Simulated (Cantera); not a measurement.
Input (Python, Cantera):

```python
import numpy as np
import cantera as ct

gas = ct.Solution("gri30.yaml")
gas.TPX = 1525, 69000, {'CH4': 1, 'C2H6': 0.043, 'O2': 3.77, 'N2': 18.5}
reactor = ct.IdealGasConstPressureReactor(gas, energy="on", clone=False)
net = ct.ReactorNet([reactor])
net.rtol, net.atol = 1e-08, 1e-16
show = ['CH4', 'C2H6', 'O2', 'C2H4', 'HO2']
times = np.geomspace(8e-06, 7, 16)

steps = ct.SolutionArray(gas, extra=["t"])
rows = []
print(f"{'t/s':>10s}{'T/K':>9s}{'P/Pa':>11s}" + "".join(f"{s:>11s}" for s in show))
for t in times:
    while net.time < t:
        t_next = net.step()
        steps.append(gas.state, t=t_next)
    rows.append([np.interp(t, steps.t, y) for y in (steps.T, steps.P, *steps(*show).X.T)])
    print(f"{t:10.3e}{rows[-1][0]:9.1f}{rows[-1][1]:11.4g}" + "".join(f"{x:11.3e}" for x in rows[-1][2:]))
rate = np.gradient(steps.T, steps.t)
print("integrator steps:", len(steps.t))
if steps.T.max() > steps.T[0] + 200:
    print(f"time of steepest temperature rise: {steps.t[rate.argmax()]:.4e} s")
gas.TPX = 1525, 69000, {'CH4': 1, 'C2H6': 0.043, 'O2': 3.77, 'N2': 18.5}
gas.equilibrate("HP")
print(f"equilibrium (HP): T = {gas.T:.1f} K  " + "  ".join(f"{s} {gas[s].X[0]:.3e}" for s in show))
```

Output:

```
       t/s      T/K       P/Pa        CH4       C2H6         O2       C2H4        HO2
 8.000e-06   1524.9    6.9e+04  4.289e-02  1.833e-03  1.617e-01  1.611e-07  2.935e-07
 1.992e-05   1524.7    6.9e+04  4.289e-02  1.815e-03  1.617e-01  1.174e-06  1.052e-06
 4.959e-05   1524.4    6.9e+04  4.285e-02  1.769e-03  1.617e-01  8.938e-06  4.122e-06
 1.235e-04   1524.3    6.9e+04  4.256e-02  1.661e-03  1.615e-01  7.846e-05  1.261e-05
 3.073e-04   1538.4    6.9e+04  3.916e-02  1.475e-03  1.588e-01  7.613e-04  6.497e-05
 7.652e-04   2226.4    6.9e+04  1.253e-18  2.141e-34  6.920e-02  8.950e-28  3.755e-06
 1.905e-03   2376.2    6.9e+04  2.726e-19  7.716e-37  6.841e-02  3.613e-29  3.590e-06
 4.743e-03   2393.0    6.9e+04  2.196e-19  1.256e-36  6.803e-02  1.526e-29  3.856e-06
 1.181e-02   2390.8    6.9e+04  2.157e-19  1.185e-36  6.736e-02  1.485e-29  3.806e-06
 2.940e-02   2386.3    6.9e+04  2.086e-19  1.115e-36  6.605e-02  1.392e-29  3.706e-06
 7.319e-02   2380.8    6.9e+04  1.997e-19  1.029e-36  6.442e-02  1.276e-29  3.583e-06
 1.822e-01   2378.3    6.9e+04  1.957e-19  9.921e-37  6.368e-02  1.226e-29  3.528e-06
 4.536e-01   2378.1    6.9e+04  1.955e-19  9.898e-37  6.363e-02  1.223e-29  3.525e-06
 1.129e+00   2378.1    6.9e+04  1.955e-19  9.898e-37  6.363e-02  1.223e-29  3.525e-06
 2.812e+00   2378.1    6.9e+04  1.955e-19  9.898e-37  6.363e-02  1.223e-29  3.525e-06
 7.000e+00   2378.1    6.9e+04  1.955e-19  9.898e-37  6.363e-02  1.223e-29  3.525e-06
integrator steps: 1761
time of steepest temperature rise: 4.6954e-04 s
equilibrium (HP): T = 2378.1 K  CH4 2.913e-19  C2H6 1.828e-36  O2 6.363e-02  C2H4 1.514e-29  HO2 3.525e-06
```

Model: GRI-Mech 3.0 (53 species, 325 reactions), integrated in Cantera.
